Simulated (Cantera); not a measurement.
Hydrogen reduction and annealing atmospheres: TiO2 + H2

Charge: 1 mol TiO2, a varied amount of H2, equilibrated at 2100 K and 0.105 Torr.

Cantera equilibrium calculation (NASA polynomials, part measured and part estimated; ideal gas, pure solids and liquids). Candidate condensed phases: H2O, Ti, TiO, TiO2, Ti2O3, Ti3O5, Ti4O7; 12 gas species. Condensed phases not in the tables: Magnéli phases beyond Ti4O7. The numbers say what is thermodynamically allowed, not how fast it happens.

```tsv
n(H2) (mol)	x H2	x H2O	x H	x OH	x TiO2	x TiO	x O	x O2	n Ti4O7(l)	n Ti3O5(l)
0.57	0.432	0.363	0.173	0.0173	0.00812	0.000178	0.00494	0.00177	0.249	0
1.1	0.591	0.190	0.202	0.00774	0.00638	0.000366	0.00189	0.000259	0.248	0
2.1	0.674	0.0995	0.216	0.00380	0.00526	0.000655	0.000870	5.48e-5	0.246	0
4.1	0.718	0.0512	0.223	0.00189	0.00438	0.00113	0.000420	1.27e-5	0.244	0
7.9	0.740	0.0271	0.226	0.000989	0.00371	0.00186	0.000216	3.37e-6	0.237	0
15	0.747	0.0192	0.228	0.000696	0.00335	0.00240	0.000151	1.66e-6	0	0.301
30	0.754	0.0108	0.229	0.000388	0.00275	0.00355	8.40e-5	5.11e-7	0	0.262
57	0.756	0.00716	0.229	0.000258	0.00240	0.00467	5.57e-5	2.25e-7	0	0.180
110	0.757	0.00546	0.229	0.000197	0.00219	0.00560	4.25e-5	1.31e-7	0	0.00675
```
x: gas mole fraction; n: condensed amount in mol.

From 0.57 mol H2 to 7.9 mol H2 the condensed part is Ti4O7(l). From 15 mol H2 to 110 mol H2 the condensed part is Ti3O5(l). The main Ti-bearing gas is TiO2 at 0.57 mol H2 and TiO at 110 mol H2. The share of Ti in condensed phases is highest at 0.57 mol H2 (99.5 %) and lowest at 110 mol H2 (2.0 %).
